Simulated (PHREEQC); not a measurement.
# Brine: an equilibrium model

Dissolve 0.74 mol NaCl, 0.028 mol Na2SO4 and 0.25 mol LiCl per kg of water at 25 °C. Closed to the air; pH follows from the charge balance.

All values are PHREEQC results (Pitzer model, pitzer.dat), not measurements.

This is a speciation only: nothing precipitates in the calculation.

**Question.** What activity of water does the model give?

**Answer.** activity of water 0.965.

Species that the database lacks are ignored.
